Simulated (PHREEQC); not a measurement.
1 kg of water holding 0.012 mol/kgw Na2SO4, 0.02 mol/kgw NaCl, 0.2 mol/kgw NaHCO3, 0.0099 mol/kgw KCl and 0.023 mol/kgw Na2CO3 is evaporated at 30 °C; the solids stay in contact with the brine. CO2 is held at log p = -3.4 (atm). Solids allowed: Arcanite, Burkeite, Glaserite, Halite, Kalicinite, Mirabilite, Misenite, Nahcolite, Natron, Sylvite, Thenardite, Trona. Others were left out.

All values are PHREEQC results (Pitzer model, pitzer.dat), not measurements.

```csv
water left (kg),ionic strength,water activity,Trona (mol),Halite (mol)
1.001,0.402,0.993,0,0
0.6768,0.603,?,0,0
0.3765,1.10,0.982,0,0
0.2548,1.64,?,0,0
0.1727,2.44,0.964,0,0
0.09661,4.38,?,0,0
0.06578,?,0.906,0,0
0.03608,?,0.864,0.0273,0
0.02351,8.61,0.850,0.0508,0
0.01505,8.97,0.825,0.0662,0
0.007289,9.67,0.753,0.0782,0
0.004259,9.33,0.719,0.0804,0.00651
```

Question: What belongs in the gaps?

Answer: 
- 0.6768, water activity: 0.990
- 0.2548, water activity: 0.975
- 0.09661, water activity: 0.938
- 0.06578, ionic strength: 6.45
- 0.03608, ionic strength: 8.47

Complexes and solids missing from the database can't appear.
